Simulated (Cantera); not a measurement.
An adiabatic, constant-pressure homogeneous reactor starts with CO : H2 : CH4 : O2 : N2 = 1 : 1.1 : 0.29 : 3.79 : 14.3 (molar parts), equivalence ratio 0.43, at 1500 K and 1.00 bar. Integrator tolerance rtol = 1e-08.

Detailed kinetics in Cantera: GRI-Mech 3.0 (53 species, 325 reactions).

**Question.** What does this change do: H2 1.1 to 0.37 parts?

**Answer.** 
```tsv
quantity	before	after
time of steepest temperature rise	27.7 µs	60.9 µs
temperature at 3.00 s	2414 K	2263 K
equilibrium temperature	2414 K	2263 K
x(CO) at 3.00 s	0.00442 (gas-phase equilibrium 0.00442)	0.00171 (gas-phase equilibrium 0.00171)
x(H2) at 3.00 s	0.000974 (gas-phase equilibrium 0.000974)	0.000225 (gas-phase equilibrium 0.000225)
x(CH4) at 3.00 s	<1e-12 (gas-phase equilibrium <1e-12)	<1e-12 (gas-phase equilibrium <1e-12)
x(O) at 3.00 s	0.00301 (gas-phase equilibrium 0.00301)	0.00142 (gas-phase equilibrium 0.00142)
x(CH2CO) at 3.00 s	<1e-12 (gas-phase equilibrium <1e-12)	<1e-12 (gas-phase equilibrium <1e-12)
x(C2H4) at 3.00 s	<1e-12 (gas-phase equilibrium <1e-12)	<1e-12 (gas-phase equilibrium <1e-12)
x(CO2) at 3.00 s	0.0615 (gas-phase equilibrium 0.0615)	0.0658 (gas-phase equilibrium 0.0658)
```

**Question.** What does this change do: pressure from 1.00 bar to 0.550 bar?

**Answer.** 
| quantity | before | after |
|---|---|---|
| time of steepest temperature rise | 27.7 µs | 49.1 µs |
| temperature at 3.00 s | 2414 K | 2397 K |
| equilibrium temperature | 2414 K | 2397 K |
| x(CO) at 3.00 s | 0.00442 (gas-phase equilibrium 0.00442) | 0.00533 (gas-phase equilibrium 0.00533) |
| x(H2) at 3.00 s | 0.000974 (gas-phase equilibrium 0.000974) | 0.00119 (gas-phase equilibrium 0.00119) |
| x(CH4) at 3.00 s | <1e-12 (gas-phase equilibrium <1e-12) | <1e-12 (gas-phase equilibrium <1e-12) |
| x(O) at 3.00 s | 0.00301 (gas-phase equilibrium 0.00301) | 0.00372 (gas-phase equilibrium 0.00372) |
| x(CH2CO) at 3.00 s | <1e-12 (gas-phase equilibrium <1e-12) | <1e-12 (gas-phase equilibrium <1e-12) |
| x(C2H4) at 3.00 s | <1e-12 (gas-phase equilibrium <1e-12) | <1e-12 (gas-phase equilibrium <1e-12) |
| x(CO2) at 3.00 s | 0.0615 (gas-phase equilibrium 0.0615) | 0.0605 (gas-phase equilibrium 0.0605) |
